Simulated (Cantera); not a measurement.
A freely propagating, adiabatic, planar premixed flame of C3H8 : O2 : N2 = 1 : 6.85 : 25.8 (molar parts), equivalence ratio 0.73, unburnt at 398 K and 830000 Pa; mixture-averaged transport, grid criteria slope 0.08 and curve 0.16, no radiation.

Computed with Cantera and GRI-Mech 3.0 (53 species, 325 reactions). GRI-Mech 3.0 was tuned for natural gas; its chemistry of propane as a main component is partial and can be far from experiment. Burning velocities carry a grid error of a few per cent, more on coarse grids.

x: mole fraction of selected species; z is measured from the peak of heat release.

```csv
z (mm),T (K),u (m/s),x C3H8,x O2,x HCO,x NO,x CH3,x C2H
-0.268,399,0.233,0.0297,0.203,<1e-8,<1e-8,<1e-8,<1e-8
-0.179,403,0.236,0.0297,0.203,<1e-8,<1e-8,<1e-8,<1e-8
-0.134,420,0.246,0.0296,0.201,<1e-8,<1e-8,<1e-8,<1e-8
-0.0895,___,0.303,0.0289,0.193,<1e-8,2.53e-8,1.03e-8,<1e-8
-0.0447,___,0.546,0.0209,0.155,3.66e-8,5.01e-7,2.50e-5,<1e-8
-0.0224,___,0.776,0.00862,0.118,1.92e-6,1.68e-6,0.000296,<1e-8
0,___,1.01,0.000247,0.0809,1.23e-5,3.43e-6,0.000283,1.13e-7
0.0224,1814,1.11,7.78e-8,0.0641,1.12e-6,5.45e-6,1.46e-5,4.56e-8
0.0447,1891,1.15,<1e-8,0.0583,4.39e-8,7.10e-6,5.22e-7,<1e-8
0.0895,1961,1.19,<1e-8,0.0543,<1e-8,9.06e-6,<1e-8,<1e-8
0.179,2002,1.21,<1e-8,0.0526,<1e-8,1.07e-5,<1e-8,<1e-8
0.358,2017,1.22,<1e-8,0.0521,<1e-8,1.19e-5,<1e-8,<1e-8
0.716,2020,1.22,<1e-8,0.0520,<1e-8,1.32e-5,<1e-8,<1e-8
```

**Question.** Some entries are withheld; supply them.

**Answer.** 
- -0.0895, T (K): 515
- -0.0447, T (K): 911
- -0.0224, T (K): 1275
- 0, T (K): 1642
